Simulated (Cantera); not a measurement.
What does this Cantera script print?

```python
import numpy as np
import cantera as ct

gas = ct.Solution("gri30.yaml")
gas.TPX = 1100, 2666, {'N2O': 1, 'N2': 1.3}
reactor = ct.IdealGasConstPressureReactor(gas, energy="off", clone=False)
net = ct.ReactorNet([reactor])
net.rtol, net.atol = 1e-08, 1e-18
show = ['N2O', 'O2', 'N2', 'O', 'NO2', 'NO']
times = np.geomspace(8e-06, 90, 12)

steps = ct.SolutionArray(gas, extra=["t"])
rows = []
print(f"{'t/s':>10s}{'T/K':>9s}{'P/Pa':>11s}" + "".join(f"{s:>11s}" for s in show))
for t in times:
    while net.time < t:
        t_next = net.step()
        steps.append(gas.state, t=t_next)
    rows.append([np.interp(t, steps.t, y) for y in (steps.T, steps.P, *steps(*show).X.T)])
    print(f"{t:10.3e}{rows[-1][0]:9.1f}{rows[-1][1]:11.4g}" + "".join(f"{x:11.3e}" for x in rows[-1][2:]))
rate = np.gradient(steps.T, steps.t)
print("integrator steps:", len(steps.t))
if steps.T.max() > steps.T[0] + 200:
    print(f"time of steepest temperature rise: {steps.t[rate.argmax()]:.4e} s")
gas.TPX = 1100, 2666, {'N2O': 1, 'N2': 1.3}
gas.equilibrate("TP")
print(f"equilibrium (TP): T = {gas.T:.1f} K  " + "  ".join(f"{s} {gas[s].X[0]:.3e}" for s in show))
```

It prints:

```
       t/s      T/K       P/Pa        N2O         O2         N2          O        NO2         NO
 8.000e-06   1100.0       2666  4.348e-01  1.819e-11  5.652e-01  3.580e-09  9.235e-24  2.664e-12
 3.500e-05   1100.0       2666  4.348e-01  3.439e-10  5.652e-01  1.538e-08  3.226e-21  5.036e-11
 1.532e-04   1100.0       2666  4.348e-01  6.240e-09  5.652e-01  6.221e-08  1.057e-18  9.137e-10
 6.701e-04   1100.0       2666  4.348e-01  9.637e-08  5.652e-01  1.981e-07  2.502e-16  1.411e-08
 2.932e-03   1100.0       2666  4.348e-01  9.257e-07  5.652e-01  3.258e-07  2.303e-14  1.355e-07
 1.283e-02   1100.0       2666  4.348e-01  5.069e-06  5.652e-01  3.320e-07  6.897e-13  7.422e-07
 5.613e-02   1100.0       2666  4.347e-01  2.322e-05  5.653e-01  3.320e-07  1.441e-11  3.400e-06
 2.456e-01   1100.0       2666  4.345e-01  1.026e-04  5.654e-01  3.320e-07  2.739e-10  1.503e-05
 1.074e+00   1100.0       2666  4.336e-01  4.495e-04  5.659e-01  3.320e-07  4.706e-09  6.581e-05
 4.701e+00   1100.0       2666  4.297e-01  1.957e-03  5.681e-01  3.320e-07  5.926e-08  2.865e-04
 2.057e+01   1100.0       2666  4.129e-01  8.365e-03  5.775e-01  3.317e-07  3.999e-07  1.224e-03
 9.000e+01   1100.0       2666  3.481e-01  3.317e-02  6.139e-01  3.307e-07  1.799e-06  4.851e-03
integrator steps: 700
equilibrium (TP): T = 1100.0 K  N2O 1.008e-09  O2 1.785e-01  N2 8.214e-01  O 6.500e-09  NO2 3.451e-07  NO 8.047e-05
```

Computed with Cantera and GRI-Mech 3.0 (53 species, 325 reactions). GRI-Mech 3.0 was tuned for natural gas; its chemistry of N2O as a main component is partial and can be far from experiment. Radical loss at walls, strong at low pressure, is not modelled. The mechanism lacks the step 2 NO + O2 → 2 NO2, which can matter for NO2 below about 1400 K. The temperature is held fixed by assumption; the heat of reaction is taken as removed at once.
